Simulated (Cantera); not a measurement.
Input: 1 mol HMDSO, a varied amount of N2O, held at 2123.15 K and 0.210 bar.

Cantera equilibrium calculation (NASA polynomials, part measured and part estimated; ideal gas, pure solids and liquids). Candidate condensed phases: C, C6H6, C7H8, C8H18, H2O, Si, SiC, SiO2, Si2N2O, Si3N4; 151 gas species. The feed counts by its element totals alone. The tables hold silica as quartz up to 1696 K and as liquid above; real silica turns to tridymite and cristobalite and melts near 1996 K. Gases not in the tables: Si(OH)4, Si2H6 and higher silanes. Kinetics and transport are ignored.

Question: Which condensed phases are stable at each of these points (n(N2O) (mol)): 0.5, 0.7, 0.99, 1.4, 2, 2.8, 3.9, 5.4, 7.7, 11?

Answer: 
```tsv
n(N2O) (mol)	condensed phases	Si condensed (%)
0.5	C(graphite) + SiC(s)	99.0
0.7	C(graphite) + SiC(s)	98.9
0.99	C(graphite) + SiC(s)	98.7
1.4	C(graphite) + SiC(s)	98.5
2	C(graphite) + SiC(s)	98.1
2.8	C(graphite) + SiC(s)	97.6
3.9	SiC(s)	76.0
5.4	SiC(s)	38.7
7.7	SiO2(l)	19.4
11	SiO2(l)	89.8
```

From 0.5 mol N2O to 2.8 mol N2O the condensed part is C(graphite) + SiC(s). From 3.9 mol N2O to 5.4 mol N2O the condensed part is SiC(s). From 7.7 mol N2O to 11 mol N2O the condensed part is SiO2(l). The share of Si in condensed phases is highest at 0.5 mol N2O (99.0 %) and lowest at 7.7 mol N2O (19.4 %).
